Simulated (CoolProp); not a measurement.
Properties of ethanol along the isotherm 577.4 K.

The numbers come from the reference Helmholtz-energy equation of state, Schroeder 2014 in CoolProp.

```json
[
 {"p (MPa)": "0.979", "phase": "gas", "cp (kJ/(kg K))": "2.388", "expansivity (1/kK)": "1.971"},
 {"p (MPa)": "1.96", "phase": "gas", "cp (kJ/(kg K))": "(withheld)", "expansivity (1/kK)": "2.253"},
 {"p (MPa)": "2.94", "phase": "gas", "cp (kJ/(kg K))": "2.623", "expansivity (1/kK)": "2.590"},
 {"p (MPa)": "3.92", "phase": "gas", "cp (kJ/(kg K))": "2.771", "expansivity (1/kK)": "3.003"},
 {"p (MPa)": "4.9", "phase": "gas", "cp (kJ/(kg K))": "(withheld)", "expansivity (1/kK)": "3.521"},
 {"p (MPa)": "5.88", "phase": "gas", "cp (kJ/(kg K))": "(withheld)", "expansivity (1/kK)": "4.190"},
 {"p (MPa)": "6.86", "phase": "supercritical", "cp (kJ/(kg K))": "3.454", "expansivity (1/kK)": "5.081"},
 {"p (MPa)": "7.83", "phase": "supercritical", "cp (kJ/(kg K))": "(withheld)", "expansivity (1/kK)": "(withheld)"},
 {"p (MPa)": "8.81", "phase": "supercritical", "cp (kJ/(kg K))": "4.314", "expansivity (1/kK)": "(withheld)"},
 {"p (MPa)": "9.79", "phase": "supercritical", "cp (kJ/(kg K))": "4.942", "expansivity (1/kK)": "10.08"},
 {"p (MPa)": "10.8", "phase": "supercritical", "cp (kJ/(kg K))": "5.650", "expansivity (1/kK)": "(withheld)"},
 {"p (MPa)": "11.8", "phase": "supercritical", "cp (kJ/(kg K))": "(withheld)", "expansivity (1/kK)": "14.28"},
 {"p (MPa)": "12.7", "phase": "supercritical", "cp (kJ/(kg K))": "6.443", "expansivity (1/kK)": "14.66"},
 {"p (MPa)": "13.7", "phase": "supercritical", "cp (kJ/(kg K))": "6.331", "expansivity (1/kK)": "13.49"},
 {"p (MPa)": "14.7", "phase": "supercritical", "cp (kJ/(kg K))": "6.047", "expansivity (1/kK)": "11.68"},
 {"p (MPa)": "15.7", "phase": "supercritical", "cp (kJ/(kg K))": "5.778", "expansivity (1/kK)": "10.12"}
]
```

Complete the blanks.


- 1.96, cp (kJ/(kg K)): 2.497
- 4.9, cp (kJ/(kg K)): 2.950
- 5.88, cp (kJ/(kg K)): 3.171
- 7.83, cp (kJ/(kg K)): 3.821
- 7.83, expansivity (1/kK): 6.281
- 8.81, expansivity (1/kK): 7.938
- 10.8, expansivity (1/kK): 12.49
- 11.8, cp (kJ/(kg K)): 6.215
